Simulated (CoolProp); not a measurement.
2000 sccm (0 °C, 1 atm) of nitrogen bubbles through liquid water at 289.1 K and leaves saturated at a total pressure of 0.0235 MPa (ideal gas phase). Each further row changes one setting.

Values from CoolProp's reference Helmholtz-energy equation of state, Wagner 2002.

| case | vapour pressure (kPa) | mole fraction of vapour | delivery (mg/min) | delivery (sccm) | change of delivery for a bath 1 K warmer (%) |
|---|---|---|---|---|---|
| as stated | 1.81 | 0.0771 | 134 | 167 | 7.2 |
| bath temperature 294.1 K | 2.48 | 0.106 | 190 | 236 | 7.1 |
| total pressure 0.047 MPa | 1.81 | 0.0386 | 64.5 | 80.2 | 6.9 |
